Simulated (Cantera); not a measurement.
A Cantera script and what it prints.

```python
import numpy as np
import cantera as ct

gas_names = """
    O TaO2 N2O N
""".split()
cond_names = """
    Ta2O5(s) Ta2O5(L) Ta(cr) Ta(L)
""".split()


# ... load() reads the species with a 1 bar reference pressure and builds the phases ...
species = {s.name: s for s in load("nasa_gas.yaml", gas_names) + load("nasa_condensed.yaml", cond_names)}
# Each term lists the table entries of one substance; the one whose range holds T is used.
reactions = {
    'Ta2O5 = O(g) + 2 TaO2(g)':
        [(-1, ['Ta2O5(s)', 'Ta2O5(L)']), (1, ['O']), (2, ['TaO2'])],
    '2 Ta + 5 N2O(g) = Ta2O5 + 10 N(g)':
        [(-2, ['Ta(cr)', 'Ta(L)']), (-5, ['N2O']), (1, ['Ta2O5(s)', 'Ta2O5(L)']), (10, ['N'])],
}


def pick(names, T):
    return next(species[n] for n in names if species[n].thermo.min_temp <= T <= species[n].thermo.max_temp)


results = []
for label, terms in reactions.items():
    print(label)
    print("     T/K   dH/kJ  dS/(J/K)   dG/kJ   log10 K")
    for T in [1598, 1748, 1898, 2048, 2198, 2348, 2498, 2648, 2798]:
        used = [(nu, pick(names, T)) for nu, names in terms]
        dH = sum(nu * s.thermo.h(T) for nu, s in used) / 1e6
        dS = sum(nu * s.thermo.s(T) for nu, s in used) / 1e3
        dG = dH - T * dS / 1e3
        logK = -dG * 1e6 / (ct.gas_constant * T * np.log(10))
        results.append((label, T, dH, dS, dG, logK, [s.name for _, s in used]))
        print(f"{T:8g} {dH:8.1f} {dS:8.1f} {dG:8.1f} {logK:8.2f}")
```

Result:

```
Ta2O5 = O(g) + 2 TaO2(g)
     T/K   dH/kJ  dS/(J/K)   dG/kJ   log10 K
    1598   1833.0    508.0   1021.1   -33.38
    1748   1824.1    502.7    945.3   -28.25
    1898   1815.0    497.8    870.3   -23.95
    2048   1805.8    493.1    796.0   -20.30
    2198   1670.2    427.4    730.7   -17.37
    2348   1654.4    420.5    667.2   -14.84
    2498   1638.6    413.9    604.6   -12.64
    2648   1622.9    407.8    543.0   -10.71
    2798   1607.2    402.1    482.2    -9.00
2 Ta + 5 N2O(g) = Ta2O5 + 10 N(g)
     T/K   dH/kJ  dS/(J/K)   dG/kJ   log10 K
    1598   2356.1    613.3   1376.0   -44.98
    1748   2362.6    617.2   1283.7   -38.36
    1898   2368.6    620.5   1190.9   -32.77
    2048   2374.3    623.4   1097.6   -27.99
    2198   2505.8    687.1    995.5   -23.66
    2348   2517.1    692.1    892.1   -19.85
    2498   2527.9    696.5    787.9   -16.48
    2648   2538.1    700.5    683.2   -13.48
    2798   2547.7    704.0    577.8   -10.79
```

Source: NASA polynomial tables (part measured, part estimated), evaluated in Cantera. Condensed species are held in their standard states even where they would react or evaporate.
